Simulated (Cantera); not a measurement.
Charge: 1 mol SiH₄, 20 mol CO₂, 1.3 mol N₂O, held at 13300 Pa.

Cantera equilibrium calculation (NASA polynomials, part measured and part estimated; ideal gas, pure solids and liquids). Candidate condensed phases: C, C₆H₆, C₇H₈, C₈H₁₈, H₂O, Si, SiC, SiO₂, Si₂N₂O, Si₃N₄; 151 gas species. The tables hold silica as quartz up to 1696 K and as liquid above; real silica turns to tridymite and cristobalite and melts near 1996 K. Gases not in the tables: Si(OH)₄. Equilibrium is a limit: real reactors are often held back by kinetics, nucleation or transport.

Which condensed phases are stable at each of these points (T (°C)): 777, 852, 927, 1002, 1077, 1152, 1227, 1302, 1377, 1452, 1527?


| T (°C) | condensed phases | Si condensed (%) |
|---|---|---|
| 777 | SiO₂(β-quartz) | 100.0 |
| 852 | SiO₂(β-quartz) | 100.0 |
| 927 | SiO₂(β-quartz) | 100.0 |
| 1002 | SiO₂(β-quartz) | 100.0 |
| 1077 | SiO₂(β-quartz) | 100.0 |
| 1152 | SiO₂(β-quartz) | 100.0 |
| 1227 | SiO₂(β-quartz) | 100.0 |
| 1302 | SiO₂(β-quartz) | 100.0 |
| 1377 | SiO₂(β-quartz) | 100.0 |
| 1452 | SiO₂(condensed) | 100.0 |
| 1527 | SiO₂(condensed) | 100.0 |

From 777 °C to 1377 °C the condensed part is SiO₂(β-quartz). From 1452 °C to 1527 °C the condensed part is SiO₂(condensed).
